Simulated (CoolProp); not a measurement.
Model: reference Helmholtz-energy equation of state, Lemmon 2006, in CoolProp. It is a short technical equation, of lower accuracy than the large ones.

Question: For carbon monoxide, give the phase and the cp (kJ/(kg K)), speed of sound (m/s), fugacity coefficient at 201.8 K and 20.6 bar.

Answer: 
- 201.8 K and 20.6 bar: gas; cp 1.15, speed of sound 286, fugacity coefficient 0.950
